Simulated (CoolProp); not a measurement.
Vapour-liquid equilibrium of ethylbenzene (1) + m-xylene (2) at 338.2 K; x and y are mole fractions of (1).

Computed with CoolProp (multi-fluid Helmholtz-energy mixture model, Zhou 2012 and Zhou 2012; pair parameters Bell 2016).

| x | bubble pressure, mixture model (kPa) | bubble pressure, Raoult's law (kPa) | y, mixture model | y, Raoult's law |
|---|---|---|---|---|
| 0.05 | 8.283 | 8.271 | 0.057 | 0.056 |
| 0.15 | 8.401 | 8.369 | 0.167 | 0.165 |
| 0.25 | 8.513 | 8.466 | 0.274 | 0.272 |
| 0.35 | 8.621 | 8.564 | 0.378 | 0.376 |
| 0.45 | 8.724 | 8.662 | 0.479 | 0.478 |
| 0.55 | 8.822 | 8.760 | 0.577 | 0.578 |
| 0.65 | 8.915 | 8.857 | 0.673 | 0.675 |
| 0.75 | 9.003 | 8.955 | 0.768 | 0.770 |
| 0.85 | 9.085 | 9.053 | 0.861 | 0.864 |
| 0.95 | 9.163 | 9.150 | 0.954 | 0.955 |

The largest gap from Raoult's law is +0.7 % in bubble pressure, at x = 0.45. No azeotrope shows between x = 0.05 and 0.95.

Pair parameters are fitted to limited data, so mixtures are less certain than the pure fluids.
